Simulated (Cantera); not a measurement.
Cantera with NASA thermochemical tables; ideal gases at 1 bar, condensed phases pure. Values are per mole of reaction as written; species without (g) are pure solids or liquids, kept so even where they would boil at 1 bar.

K + OH(g) ⇌ KOH(g), with ΔH° = -272.0 kJ and ΔS° = -12.1 J/K at 300 K.

**Question.** How far is the shortcut ΔG° ≈ ΔH°(300 K) − T·ΔS°(300 K) from the full temperature-dependent value at 448, 548, 648, 748, 848, 948, 1048 K?

**Answer.** 
| T (K) | shortcut (kJ) | full (kJ) | difference (kJ) | difference in log10 K | condensed phases |
|---|---|---|---|---|---|
| 448 | -266.6 | -265.5 | -1.1 | 0.13 | K(l) |
| 548 | -265.4 | -263.0 | -2.3 | 0.22 | K(l) |
| 648 | -264.2 | -260.5 | -3.7 | 0.30 | K(l) |
| 748 | -263.0 | -257.8 | -5.2 | 0.36 | K(l) |
| 848 | -261.7 | -255.0 | -6.7 | 0.41 | K(l) |
| 948 | -260.5 | -252.2 | -8.3 | 0.46 | K(l) |
| 1048 | -259.3 | -249.3 | -10.0 | 0.50 | K(l) |
The shortcut ignores heat capacities and the phase changes listed.
